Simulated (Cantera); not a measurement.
A diamond (100) surface in a fixed gas of H2 with x(CH4) = 0.0034, x(H) = 0.00031, x(CH3) = 5e-05, at 975 K; coverages are run to steady state.

Cantera simulation using the Harris–Goodwin 1993 mechanism for the reconstructed diamond (100) surface; the numbers are that mechanism's predictions, not measurements.

θ: site fractions in the mechanism's names (c6HH fully hydrogenated, c6H* and c6*H radical sites, c6** diradical, c6HM methylated).

```json
[
 {"P (Pa)": "350", "growth (µm/h)": "0.0141", "θ c6HH": "0.616", "θ c6H*": "0.0155", "θ c6*H": "0.341", "θ c6**": "0.00632", "θ c6HM": "0.0156"},
 {"P (Pa)": "610", "growth (µm/h)": "0.0363", "θ c6HH": "0.609", "θ c6H*": "0.0153", "θ c6*H": "0.337", "θ c6**": "0.00625", "θ c6HM": "0.0237"},
 {"P (Pa)": "1100", "growth (µm/h)": "0.0937", "θ c6HH": "0.600", "θ c6H*": "0.0151", "θ c6*H": "0.332", "θ c6**": "0.00615", "θ c6HM": "0.0346"},
 {"P (Pa)": "1900", "growth (µm/h)": "0.211", "θ c6HH": "0.591", "θ c6H*": "0.0149", "θ c6*H": "0.327", "θ c6**": "0.00606", "θ c6HM": "0.0455"},
 {"P (Pa)": "3200", "growth (µm/h)": "0.428", "θ c6HH": "0.583", "θ c6H*": "0.0147", "θ c6*H": "0.322", "θ c6**": "0.00597", "θ c6HM": "0.0552"},
 {"P (Pa)": "5600", "growth (µm/h)": "?", "θ c6HH": "0.576", "θ c6H*": "0.0145", "θ c6*H": "0.318", "θ c6**": "0.00590", "θ c6HM": "?"},
 {"P (Pa)": "9800", "growth (µm/h)": "?", "θ c6HH": "0.571", "θ c6H*": "0.0143", "θ c6*H": "0.316", "θ c6**": "0.00584", "θ c6HM": "0.0699"},
 {"P (Pa)": "17000", "growth (µm/h)": "3.03", "θ c6HH": "0.567", "θ c6H*": "0.0143", "θ c6*H": "0.314", "θ c6**": "0.00581", "θ c6HM": "0.0739"}
]
```

Task: Complete the blanks.

Result: 
- 5600, growth (µm/h): 0.862
- 5600, θ c6HM: 0.0637
- 9800, growth (µm/h): 1.65
